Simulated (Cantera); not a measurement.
A closed system holds: 1 mol CH3Cl, 0.011 mol HCl, 12 mol H2, at 0.0320 bar.

Equilibrium computed with Cantera from the NASA thermochemical tables; the gas is ideal and each condensed phase is pure. Candidate condensed phases: C, C6H6, C7H8, C8H18; 91 gas species. Kinetics and transport are ignored.

x: gas mole fraction; n: condensed amount in mol.

| T (K) | x H2 | x HCl | x H | x CH4 | n C(graphite) |
|---|---|---|---|---|---|
| 973 | 0.924 | 0.0724 | 5.81e-9 | 0.00351 | 0.951 |
| 1073 | 0.926 | 0.0722 | 7.54e-8 | 0.00126 | 0.982 |
| 1173 | 0.927 | 0.0722 | 6.35e-7 | 0.000535 | 0.993 |
| 1273 | 0.928 | 0.0722 | 3.84e-6 | 0.000259 | 0.996 |
| 1373 | 0.928 | 0.0722 | 1.79e-5 | 0.000139 | 0.998 |
| 1473 | 0.928 | 0.0722 | (withheld) | (withheld) | 0.999 |
| 1573 | 0.928 | 0.0721 | 0.000219 | 5.05e-5 | 0.999 |
| 1673 | 0.927 | 0.0721 | 0.000613 | 3.34e-5 | 0.998 |
| 1773 | 0.926 | 0.0720 | (withheld) | (withheld) | 0.996 |
| 1873 | 0.924 | 0.0718 | 0.00347 | 1.67e-5 | 0.992 |
| 1973 | 0.920 | 0.0715 | 0.00724 | 1.24e-5 | 0.983 |
| 2073 | 0.913 | 0.0708 | 0.0140 | 9.40e-6 | 0.968 |

Problem. Complete the blanks.

Solution. 
- 1473, x H: 6.81e-5
- 1473, x CH4: 8.09e-5
- 1773, x H: 0.00153
- 1773, x CH4: 2.31e-5
